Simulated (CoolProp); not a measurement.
The fluid at 293.15 K and 0.138 MPa (gas) is heated at constant pressure to 452 K. The same conditions are run with several fluids, on thermodynamics alone (safety and materials aside).

Computed with CoolProp (reference Helmholtz-energy equation of state of each fluid (carbon monoxide: Lemmon 2006; R143a: Lemmon and Jacobsen 2000; methane: Setzmann 1991; sulfur hexafluoride: Guder 2009; carbonyl sulfide: Lemmon 2006)).

Rank carbon monoxide, R143a, methane, sulfur hexafluoride, carbonyl sulfide by heat (kJ/kg), highest first.

methane (390), R143a (172), carbon monoxide (166), sulfur hexafluoride (122), carbonyl sulfide (119)

```
fluid                final density (kg/m³)
-------------------  ---------------------
carbon monoxide                       1.03
R143a                                 3.10
methane                              0.589
sulfur hexafluoride                   5.38
carbonyl sulfide                      2.22
```
